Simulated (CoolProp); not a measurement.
Dimethyl ether along the isobar 8780 kPa: density (kg/m³) from the reference equation and from simpler models built on Tc = 400.4 K, pc = 5337 kPa, ω = 0.196; each cubic takes its own stable root.

Values from CoolProp's reference Helmholtz-energy equation of state, Wu 2011.

```
T (K)          phase  reference  van der Waals  Redlich-Kwong  Soave-Redlich-Kwong  Peng-Robinson
-----  -------------  ---------  -------------  -------------  -------------------  -------------
283.2         liquid      698.1          441.4          627.5                642.3          724.8
303.3         liquid      669.2          426.3          598.3                613.5          692.6
323.5         liquid      638.0          409.8          566.0                581.0          655.9
343.6         liquid      604.0          391.9          530.4                544.2          613.8
363.8         liquid      565.3          371.7          490.0                501.2          563.9
383.9         liquid      518.9          348.8          443.4                449.9          503.6
404.1  supercritical      456.7          321.6          386.5                384.5          425.8
424.2  supercritical      357.5          288.0          314.0                297.1          321.8
444.4  supercritical      233.3          244.5          232.5                210.7          224.2
464.5  supercritical      177.9          197.9          181.3                166.5          175.9
484.7  supercritical      150.2          164.7          153.3                142.3          149.6
504.8  supercritical      132.8          143.8          135.6                126.7          132.6
525    supercritical      120.5          129.2          122.8                115.2          120.2
```
